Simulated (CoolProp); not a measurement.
Computed with CoolProp (reference Helmholtz-energy equation of state, Lemmon 2006). It is a short technical equation, of lower accuracy than the large ones.

Task: Give the vapour pressure (kPa), liquid density (kg/m³), vapour density (kg/m³), liquid cp (kJ/(kg K)) of saturated carbonyl sulfide at -11.15, 23.65, 30.55 °C.

Result: 
| T (°C) | p (kPa) | liquid density (kg/m³) | vapour density (kg/m³) | liquid cp (kJ/(kg K)) |
|---|---|---|---|---|
| -11.15 | 460 | 1090 | 13.8 | 1.25 |
| 23.65 | 1240 | 994 | 36.0 | 1.36 |
| 30.55 | 1470 | 974 | 42.6 | 1.40 |
